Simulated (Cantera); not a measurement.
Feed: 1 mol Si, 1.8 mol H2O, 13 mol H2, equilibrated at 10000 Pa.

Equilibrium computed with Cantera from the NASA thermochemical tables; the gas is ideal and each condensed phase is pure. Candidate condensed phases: H2O, Si, SiO2; 18 gas species. Mutual solubility and eutectic melting of coexisting phases are not modelled. The tables hold silica as quartz up to 1696 K and as liquid above; real silica turns to tridymite and cristobalite and melts near 1996 K. Kinetics and transport are ignored.

log p: log10 of the partial pressure in bar; n: condensed amount in mol.

```json
[
 {"T (K)": "1348", "log p H2": "-1.00", "log p SiO": "-4.63", "log p H2O": "-7.27", "log p H": "-6.14", "log p OH": "<-13", "log p SiH2": "-7.77", "log p SiO2": "<-13", "n Si(s)": "0.0983", "n SiO2(β-quartz)": "0.898", "n SiO2(condensed)": "0"},
 {"T (K)": "1423", "log p H2": "-1.00", "log p SiO": "-3.93", "log p H2O": "-6.86", "log p H": "-5.68", "log p OH": "<-13", "log p SiH2": "-7.28", "log p SiO2": "-12.79", "n Si(s)": "0.0913", "n SiO2(β-quartz)": "0.891", "n SiO2(condensed)": "0"},
 {"T (K)": "1498", "log p H2": "-1.00", "log p SiO": "-3.30", "log p H2O": "-6.49", "log p H": "-5.27", "log p OH": "[?]", "log p SiH2": "-6.84", "log p SiO2": "-11.70", "n Si(s)": "0.0628", "n SiO2(β-quartz)": "0.863", "n SiO2(condensed)": "0"},
 {"T (K)": "1573", "log p H2": "-1.01", "log p SiO": "-2.87", "log p H2O": "-6.02", "log p H": "-4.89", "log p OH": "[?]", "log p SiH2": "-6.72", "log p SiO2": "-10.72", "n Si(s)": "0", "n SiO2(β-quartz)": "0.800", "n SiO2(condensed)": "0"},
 {"T (K)": "1648", "log p H2": "-1.01", "log p SiO": "-2.87", "log p H2O": "-5.21", "log p H": "-4.55", "log p OH": "[?]", "log p SiH2": "-7.38", "log p SiO2": "-9.82", "n Si(s)": "0", "n SiO2(β-quartz)": "0.799", "n SiO2(condensed)": "0"},
 {"T (K)": "1723", "log p H2": "-1.01", "log p SiO": "-2.86", "log p H2O": "-4.48", "log p H": "-4.24", "log p OH": "[?]", "log p SiH2": "-7.96", "log p SiO2": "-9.02", "n Si(s)": "0", "n SiO2(β-quartz)": "0", "n SiO2(condensed)": "0.795"},
 {"T (K)": "1798", "log p H2": "-1.01", "log p SiO": "-2.83", "log p H2O": "-3.85", "log p H": "-3.96", "log p OH": "[?]", "log p SiH2": "-8.43", "log p SiO2": "-8.28", "n Si(s)": "0", "n SiO2(β-quartz)": "0", "n SiO2(condensed)": "0.779"},
 {"T (K)": "1873", "log p H2": "-1.01", "log p SiO": "-2.75", "log p H2O": "-3.33", "log p H": "-3.70", "log p OH": "[?]", "log p SiH2": "-8.75", "log p SiO2": "-7.61", "n Si(s)": "0", "n SiO2(β-quartz)": "0", "n SiO2(condensed)": "0.729"},
 {"T (K)": "1948", "log p H2": "-1.02", "log p SiO": "-2.60", "log p H2O": "-2.92", "log p H": "-3.46", "log p OH": "[?]", "log p SiH2": "-8.92", "log p SiO2": "-6.99", "n Si(s)": "0", "n SiO2(β-quartz)": "0", "n SiO2(condensed)": "0.618"}
]
```

Problem. Complete the blanks.

Solution. 
- 1498, log p OH: -12.30
- 1573, log p OH: -11.35
- 1648, log p OH: -10.11
- 1723, log p OH: -8.98
- 1798, log p OH: -7.98
- 1873, log p OH: -7.12
- 1948, log p OH: -6.40
